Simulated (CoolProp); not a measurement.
Dodecamethylpentasiloxane (MD3M) at 454.75 K and 0.0161 MPa is throttled through a valve to 0.00453 MPa with no heat exchange. Each further row changes one setting.

Model: reference Helmholtz-energy equation of state, Thol 2019, in CoolProp.

```csv
case,temperature change (K),final density (kg/m³)
as stated,-0.4,[?]
outlet pressure 0.00136 MPa,[?],[?]
outlet pressure 0.00589 MPa,-0.4,[?]
```

Question: Fill in the missing entries.

Answer: 
- as stated, final density (kg/m³): 0.465
- outlet pressure 0.00136 MPa, temperature change (K): -0.5
- outlet pressure 0.00136 MPa, final density (kg/m³): 0.139
- outlet pressure 0.00589 MPa, final density (kg/m³): 0.605
